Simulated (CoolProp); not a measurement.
Saturation properties of octamethyltrisiloxane (MDM).

Computed with CoolProp (reference Helmholtz-energy equation of state, Thol 2017).

```
T (°C)  p (MPa)  liquid density (kg/m³)  liquid cp (kJ/(kg K))  vapour Z  surface tension (mN/m)
------  -------  ----------------------  ---------------------  --------  ----------------------
111.65  0.03007                   723.7                  2.001    0.9692                    9.31
116.25  0.03505                   718.5                  2.013    0.9656                    8.96
120.85  0.04067                   713.2                  2.025    0.9616                    8.62
125.45  0.04698                   707.9                  2.038    0.9573                    8.28
130.05  0.05405                   702.5                  2.050    0.9528                    7.95
134.65  0.06192                   697.0                  2.063    0.9479                    7.61
139.25  0.07068                   691.5                  2.075    0.9426                    7.29
143.85  0.08037                   685.9                  2.088    0.9371                    6.97
148.45  0.09107                   680.2                  2.101    0.9311                    6.65
153.05   0.1028                   674.4                  2.114    0.9248                    6.34
157.65   0.1158                   668.6                  2.127    0.9182                    6.03
162.25   0.1299                   662.7                  2.140    0.9111                    5.73
166.75   0.1450                   656.8                  2.153    0.9038                    5.44
```

It boils at 152.5 °C under 1 atm.

Surface tension comes from a separate correlation (Mulero 2014), older than this fluid's equation and unchecked against measurements.
